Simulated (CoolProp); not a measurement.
R113 along the isotherm 500 K: Z from the reference equation and from simpler models built on Tc = 487.2 K, pc = 33.92 bar, ω = 0.253; each cubic takes its own stable root.

The numbers come from the reference Helmholtz-energy equation of state, Marx 1992 in CoolProp.

```json
[
 {"p (bar)": "5.09", "phase": "gas", "reference": "0.9522", "Redlich-Kwong": "0.9511", "Soave-Redlich-Kwong": "0.9518", "Peng-Robinson": "0.9462"},
 {"p (bar)": "10.2", "phase": "gas", "reference": "0.9007", "Redlich-Kwong": "0.8987", "Soave-Redlich-Kwong": "0.9001", "Peng-Robinson": "0.8893"},
 {"p (bar)": "15.3", "phase": "gas", "reference": "0.8448", "Redlich-Kwong": "0.8420", "Soave-Redlich-Kwong": "0.8444", "Peng-Robinson": "0.8286"},
 {"p (bar)": "20.4", "phase": "gas", "reference": "0.7827", "Redlich-Kwong": "0.7795", "Soave-Redlich-Kwong": "0.7832", "Peng-Robinson": "0.7628"},
 {"p (bar)": "25.4", "phase": "gas", "reference": "0.7131", "Redlich-Kwong": "0.7096", "Soave-Redlich-Kwong": "0.7153", "Peng-Robinson": "0.6909"},
 {"p (bar)": "30.5", "phase": "gas", "reference": "0.6274", "Redlich-Kwong": "0.6236", "Soave-Redlich-Kwong": "0.6331", "Peng-Robinson": "0.6054"},
 {"p (bar)": "35.6", "phase": "supercritical", "reference": "0.5111", "Redlich-Kwong": "0.5032", "Soave-Redlich-Kwong": "0.5234", "Peng-Robinson": "0.4946"},
 {"p (bar)": "40.7", "phase": "supercritical", "reference": "0.3140", "Redlich-Kwong": "0.3253", "Soave-Redlich-Kwong": "0.3584", "Peng-Robinson": "0.3349"},
 {"p (bar)": "45.8", "phase": "supercritical", "reference": "0.2625", "Redlich-Kwong": "0.3056", "Soave-Redlich-Kwong": "0.3187", "Peng-Robinson": "0.2925"},
 {"p (bar)": "50.9", "phase": "supercritical", "reference": "0.2685", "Redlich-Kwong": "0.3127", "Soave-Redlich-Kwong": "0.3217", "Peng-Robinson": "0.2934"}
]
```
